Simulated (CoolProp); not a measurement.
Saturation properties of sulfur dioxide (Tc = 430.6 K, pc = 7.887 MPa, ω = 0.256).

Computed with CoolProp (reference Helmholtz-energy equation of state, Gao 2016).

| T (K) | p (MPa) | liquid cp (kJ/(kg K)) | vapour Z | surface tension (mN/m) |
|---|---|---|---|---|
| 328 | 0.9613 | 1.456 | 0.8748 | 15.9 |
| 338.2 | 1.255 | 1.489 | 0.8504 | 14.0 |
| 348.4 | 1.610 | 1.532 | 0.8231 | 12.1 |
| 358.6 | 2.036 | 1.587 | 0.7925 | 10.2 |
| 368.8 | 2.540 | 1.661 | 0.7582 | 8.30 |
| 379 | 3.130 | 1.765 | 0.7196 | 6.45 |
| 389.2 | 3.818 | 1.918 | 0.6756 | 4.64 |
| 399.4 | 4.612 | 2.170 | 0.6246 | 2.88 |
| 409.6 | 5.527 | 2.665 | 0.5632 | 1.20 |
| 419.9 | 6.591 | 4.165 | 0.4820 | -0.320 |

It boils at 263.1 K under 1 atm.

Surface tension comes from a separate correlation (Mulero 2012).
